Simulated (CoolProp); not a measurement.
Computed with CoolProp (reference Helmholtz-energy equation of state, Gao 2022).

**Question.** For n-perfluoropentane, give the phase and the density (kg/m³), expansivity (1/kK) at 45.05 °C and 36.4 bar; 45.05 °C and 54.5 bar.

**Answer.** 
- 45.05 °C and 36.4 bar: liquid; density 1560, expansivity 2.11
- 45.05 °C and 54.5 bar: liquid; density 1570, expansivity 2.01
